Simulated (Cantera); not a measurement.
Input: 1 mol SiH2Cl2, 0.35 mol C2H4, 100 mol H2, held at 2450 K and 0.00133 bar.

Equilibrium computed with Cantera from the NASA thermochemical tables; the gas is ideal and each condensed phase is pure. Candidate condensed phases: C, C6H6, C7H8, C8H18, Si, SiC; 109 gas species. The tables' values for SiCl are old estimates; treat these amounts as uncertain. Rates play no part.

Base state: H2 0.562, H 0.413, HCl 0.0100, Si 0.00694, Cl 0.00522, C2H2 (acetylene) 0.00189, SiC2 0.000597, C2H 8.91e-5 (mole fractions); condensed: gas only.

Problem. What changes in the equilibrium state with this change: C2H4 from 0.35 to 0.1 mol?

Solution. 
```json
[
 {"species": "H2", "before": "0.562", "after": "0.563"},
 {"species": "H", "before": "0.413", "after": "0.413"},
 {"species": "HCl", "before": "0.0100", "after": "0.0101"},
 {"species": "C2H2 (acetylene)", "before": "0.00189", "after": "0.000535"},
 {"species": "Si", "before": "0.00694", "after": "0.00739"},
 {"species": "C3", "before": "4.01e-5", "after": "6.06e-6"},
 {"species": "C2H", "before": "8.91e-5", "after": "2.53e-5"},
 {"species": "SiC2", "before": "0.000597", "after": "0.000180"},
 {"species": "C", "before": "3.84e-5", "after": "2.04e-5"}
]
```
